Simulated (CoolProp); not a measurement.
A simple Rankine cycle with water: condensing at 313.15 K, boiler at 14.7 MPa, turbine inlet 615.9 K, turbine efficiency 0.9, pump efficiency 0.7, no recuperator. Each further row changes one setting.

Model: reference Helmholtz-energy equation of state, Wagner 2002, in CoolProp.

| case | thermal efficiency (%) | net work (kJ/kg) | heat in (kJ/kg) | turbine exit temperature (K) | volume ratio over the turbine |
|---|---|---|---|---|---|
| as stated | 34.9 | 856 | 2460 | 313.1 | 1180 |
| turbine inlet 635.9 K | 35.5 | 926 | 2610 | 313.1 | 1030 |
| condensing temperature 305.15 K | 35.8 | 891 | 2490 | 305.1 | 1770 |
| boiler pressure 10.3 MPa | 34.7 | 936 | 2700 | 313.1 | 686 |
| turbine efficiency 0.8 | 30.9 | 759 | 2460 | 313.1 | 1250 |

The expansion ends wet for: as stated; turbine inlet 635.9 K; condensing temperature 305.15 K; boiler pressure 10.3 MPa; turbine efficiency 0.8.
